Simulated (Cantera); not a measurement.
## Premixed flame

A freely propagating, adiabatic, planar premixed flame of 5.45 % C₃H₈, 19.5 % O₂, 73.0 % N₂, 2.07 % H₂O, equivalence ratio 1.4, unburnt at 525 K and 6830 Torr; mixture-averaged transport, grid criteria slope 0.08 and curve 0.16, no radiation.

Computed with Cantera and GRI-Mech 3.0 (53 species, 325 reactions). GRI-Mech 3.0 was tuned for natural gas; its chemistry of propane as a main component is partial and can be far from experiment. Burning velocities carry a grid error of a few per cent, more on coarse grids.

```tsv
z (mm)	T (K)	u (m/s)	x C₃H₈	x O₂	x H₂O	x CH₂	x CO₂	x NO
-0.240	526	0.346	0.0543	0.194	0.0208	<1e-8	2.01e-6	<1e-8
-0.160	531	0.351	0.0541	0.192	0.0217	<1e-8	2.25e-5	<1e-8
-0.120	551	0.366	0.0537	0.189	0.0247	<1e-8	0.000135	2.58e-8
-0.0801	655	0.442	0.0518	0.177	0.0376	<1e-8	0.00105	1.99e-7
-0.0400	1071	0.752	0.0364	0.128	0.0800	<1e-8	0.00730	2.12e-6
-0.0200	1446	1.05	0.0141	0.0823	0.115	7.09e-7	0.0156	5.22e-6
0	1821	1.36	0.000376	0.0361	0.147	2.33e-5	0.0275	9.95e-6
0.0200	2023	1.51	3.15e-7	0.0129	0.163	3.49e-5	0.0378	1.74e-5
0.0400	2103	1.57	<1e-8	0.00474	0.167	2.06e-5	0.0444	2.48e-5
0.0801	2152	1.60	<1e-8	0.000875	0.166	6.01e-6	0.0503	3.35e-5
0.160	2170	1.62	<1e-8	8.26e-5	0.164	1.28e-6	0.0535	3.98e-5
0.320	2174	1.62	<1e-8	4.74e-6	0.163	3.82e-7	0.0545	4.47e-5
0.641	2174	1.62	<1e-8	1.03e-6	0.162	1.58e-7	0.0545	5.17e-5
```
x: mole fraction of selected species; z is measured from the peak of heat release.

```
Property                      Value
------------------------  ---------
laminar burning velocity  34.4 cm/s
thermal thickness         0.0801 mm
peak x(CH₂)                 3.67e-5
grid points                     137
```
